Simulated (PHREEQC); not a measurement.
Dissolve 2.8 mmol/kgw H2SO4, 4.2 mmol/kgw KNO3 and 0.95 mmol/kgw H3BO3 at 25 °C. Closed to the air; pH follows from the charge balance.

All values are PHREEQC results (ion-association model, phreeqc.dat), not measurements.

```
Quantity                       Value
--------------------  --------------
pH                              2.35
ionic strength        0.0112 mol/kgw
specific conductance      2480 µS/cm
total alkalinity        -5.60 meq/kg
```

| species | molality | activity | log γ |
|---|---|---|---|
| H+ | 0.00493 | 0.00449 | -0.041 |
| NO3- | 0.00420 | 0.00375 | -0.049 |
| K+ | 0.00416 | 0.00373 | -0.048 |
| SO4-2 | 0.00209 | 0.00137 | -0.184 |
| H3BO3 | 0.000950 | 0.000953 | 0.001 |
| HSO4- | 0.000666 | 0.000598 | -0.047 |
| KSO4- | 3.98e-5 | 3.59e-5 | -0.045 |

Precipitation was switched off in this run. Species that the database lacks are ignored.
